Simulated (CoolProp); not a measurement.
Saturation properties of chlorine.

Model: reference Helmholtz-energy equation of state, Thol 2021, in CoolProp.

```
T (K)  p (kPa)  vapour density (kg/m³)
-----  -------  ----------------------
229.6    65.08                   2.465
236.9    91.47                   3.376
244.1    125.1                   4.511
251.4    168.4                   5.939
258.7    222.6                   7.691
266      289.2                   9.810
273.3    369.9                   12.35
280.5    465.2                   15.31
287.8    579.5                   18.83
295.1    713.5                   22.94
302.4    869.0                   27.71
309.7     1048                   33.21
317       1252                   39.52
324.2     1481                   46.64
331.5     1741                   54.88
```

It boils at 239.2 K under 1 atm.
